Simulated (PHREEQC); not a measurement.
**Hard or scaling water (model solution)**

Dissolve 0.014 mol/kgw CaSO4 and 0.29 mol/kgw Na2HPO4 at 25 °C. Closed to the air; pH follows from the charge balance.

Equilibrium calculation in PHREEQC: ion-association model, phreeqc.dat.

No solid was allowed to form.

### Question
What pH does the model give?

### Answer
pH 8.26.

### Question
In which forms is S present?

### Answer
SO4-2 67 %, NaSO4- 33 %, CaSO4 0.6 % of the S.

The solution is supersaturated, for example in Hydroxyapatite, so a real one may precipitate; this is no full list. The ionic strength is past about 0.7 mol/kgw, beyond the range of this activity model, so the values are rough.
